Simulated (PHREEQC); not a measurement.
A PHREEQC speciation (ion-association model, wateq4f.dat) at 25 °C gives pH 2.18 and these molalities:

```tsv
species	mol/kgw
H3AsO4	0.00878
H+	0.00722
H2AsO4-	0.00722
```

What are the element totals, and what could have been dissolved in 1 kg of water to give them?

One answer among several that fit: totals As(5) 0.0160 mol/kgw, from 0.016 mol/kgw H3AsO4.

Precipitation was switched off in this run. Species that the database lacks are ignored.
